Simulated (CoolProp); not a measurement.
Properties of methane along the isotherm -60.45 °C (Tc = -82.6 °C, pc = 4.599 MPa, ω = 0.011).

The numbers come from the reference Helmholtz-energy equation of state, Setzmann 1991 in CoolProp.

```tsv
p (MPa)	phase	density (kg/m³)	cp (kJ/(kg K))	expansivity (1/kK)	conductivity (mW/(m K))	fugacity coefficient
0.145	gas	1.325	2.118	4.811	23.3	0.9924
0.259	gas	2.382	2.134	4.901	23.4	0.9865
0.46	gas	4.277	2.165	5.066	23.6	0.9761
0.818	gas	7.761	2.226	5.384	24.0	0.9576
1.45	gas	14.29	2.350	6.039	24.8	0.9254
2.59	gas	27.58	2.656	7.640	26.5	0.8682
4.6	supercritical	58.64	3.733	13.23	32.0	0.7699
8.18	supercritical	173.3	8.744	33.38	61.3	0.6027
14.5	supercritical	264.5	4.606	9.235	84.4	0.4368
25.9	supercritical	310.5	3.653	4.780	106	0.3492
46	supercritical	348.7	3.261	3.020	131	0.3410
```

The peak of cp marks the crossing from liquid-like to gas-like fluid above the critical point.

Thermal conductivity comes from a separate model (Friend 1989).
